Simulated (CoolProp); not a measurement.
Saturation properties of n-dodecane.

Model: reference Helmholtz-energy equation of state, Lemmon 2004, in CoolProp. It is a short technical equation, of lower accuracy than the large ones.

```csv
T (K),p (MPa),enthalpy of vaporisation (kJ/kg),liquid conductivity (mW/(m K))
450.7,0.03648,279.1,103
458.4,0.04547,274.7,101
466.1,0.05616,270.3,99.6
473.8,0.06878,265.7,98.1
481.5,…,…,…
489.2,…,…,…
496.9,0.1206,251.4,93.6
504.6,0.1434,246.4,92.2
512.3,0.1695,241.2,90.7
520,0.1991,235.8,89.2
527.7,0.2327,230.3,87.8
535.4,0.2704,224.5,86.3
543.1,0.3127,218.5,84.9
550.8,0.3600,212.3,…
558.5,0.4126,205.8,82.0
```

Problem. What belongs in the gaps?

Solution. 
- 481.5, p (MPa): 0.08356
- 481.5, enthalpy of vaporisation (kJ/kg): 261.1
- 481.5, liquid conductivity (mW/(m K)): 96.6
- 489.2, p (MPa): 0.1007
- 489.2, enthalpy of vaporisation (kJ/kg): 256.3
- 489.2, liquid conductivity (mW/(m K)): 95.1
- 550.8, liquid conductivity (mW/(m K)): 83.4

It boils at 489.4 K under 1 atm.

Thermal conductivity comes from a separate model (Huber 2004).
